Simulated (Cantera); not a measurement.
Mixture: H2 : O2 : N2 = 1 : 0.455 : 1.71 (molar parts), at 405 Torr, adiabatic and at constant volume. Ignition delay is the time to a rise of 400 K.

Computed with Cantera and GRI-Mech 3.0 (53 species, 325 reactions). Where the delays flatten at high temperature, the 400 K rule measures the pace of heat release, not the induction time.

Task: What does this change do: constant pressure in place of constant volume?

Result: 
| quantity | before | after |
|---|---|---|
| delay at 973 K | 0.500 ms | 0.514 ms |
| delay at 1123 K | 0.127 ms | 0.134 ms |
| delay at 1273 K | 60.0 µs | 66.7 µs |
| delay at 1423 K | 38.0 µs | 46.3 µs |
| delay at 1573 K | 30.7 µs | 41.2 µs |
